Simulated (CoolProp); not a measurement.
Decamethylcyclopentasiloxane (D5) at several states: fugacity coefficient from the reference equation and from simpler models built on Tc = 618.3 K, pc = 1078 kPa, ω = 0.631; each cubic takes its own stable root.

Values from CoolProp's reference Helmholtz-energy equation of state, Thol 2019.

```
T (K)  p (kPa)   phase  reference
-----  -------  ------  ---------
337.6     16.4  liquid    0.02196
366.3     25.2  liquid    0.07102
541.3      809  liquid     0.3506
518.5      453  liquid     0.4163
388.1     30.7  liquid     0.1586
429.1     43.5  liquid     0.5011
```

How far does each simpler model (van der Waals, Redlich-Kwong, Soave-Redlich-Kwong, Peng-Robinson) lie from the reference over these 6 states: mean and median of the absolute difference, and the worst?


- van der Waals: mean 1070.7 %, median 304.7 %, worst +4371.8 % at 337.6 K and 16.4 kPa
- Redlich-Kwong: mean 607.4 %, median 300.2 %, worst +1992.0 % at 337.6 K and 16.4 kPa
- Soave-Redlich-Kwong: mean 6.7 %, median 3.7 %, worst +20.9 % at 337.6 K and 16.4 kPa
- Peng-Robinson: mean 12.4 %, median 7.5 %, worst +38.5 % at 337.6 K and 16.4 kPa

At some of these states van der Waals, Redlich-Kwong gives the other phase, because its saturation line lies elsewhere.
